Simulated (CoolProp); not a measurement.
Vapour-liquid equilibrium of R22 (1) + n-pentane (2) at 0.136 bar; x and y are mole fractions of (1).

Computed with CoolProp (multi-fluid Helmholtz-energy mixture model, Kamei 1995 and Thol 2019; pair parameters Bell 2016).

```csv
x,bubble temperature (°C),y at the bubble point,dew temperature at overall composition x (°C),liquid density (mol/L)
0.05,-43.6,0.849,-13.2,9.718
0.125,-59.3,0.956,-14.8,10.27
0.2,-65.9,0.976,-16.5,10.73
0.275,-69.3,0.984,-18.3,11.18
0.35,-71.2,0.987,-20.3,11.64
0.425,-72.3,0.989,-22.5,12.12
0.5,-72.9,0.990,-24.9,12.63
0.575,-73.2,0.990,-27.7,13.18
0.65,-73.5,0.991,-30.9,13.77
0.725,-73.8,0.991,-34.7,14.42
0.8,-74.2,0.992,-39.5,15.13
0.875,-74.8,0.994,-46.2,15.91
0.95,-75.5,0.997,-57.8,16.79
```

No azeotrope shows between x = 0.05 and 0.95.

The pair parameters rest on a limited set of measurements; away from them the model extrapolates. With so large a gap from Raoult's law the liquid may split in two, which this calculation doesn't test in full.
